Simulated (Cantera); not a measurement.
A perfectly stirred reactor is fed with NO : N2 = 1 : 0.14 (molar parts), at 26.3 Torr; it is held at 2023 K, and followed from long to short residence time.

Computed with Cantera and GRI-Mech 3.0 (53 species, 325 reactions). Radical loss at walls, strong at low pressure, is not modelled.

Problem. What does this change do: temperature 2023 to 1625 K?

Solution. 
| quantity | before | after |
|---|---|---|
| x(NO) at τ = 6.30 s | 0.328 | 0.863 |
| x(N2O) at τ = 6.30 s | 2.72e-5 | 0.000241 |
| x(O2) at τ = 6.30 s | 0.273 | 0.00684 |
| x(O) at τ = 6.30 s | 0.00229 | 1.50e-5 |
| x(NO2) at τ = 6.30 s | 0.000115 | 0.000122 |
| x(NO) at τ = 78.0 ms | 0.866 | 0.877 |
| x(N2O) at τ = 78.0 ms | 0.000257 | 6.47e-5 |
| x(O2) at τ = 78.0 ms | 0.00477 | 3.14e-5 |
| x(O) at τ = 78.0 ms | 0.000683 | 8.00e-6 |
| x(NO2) at τ = 78.0 ms | 5.63e-5 | 4.14e-5 |
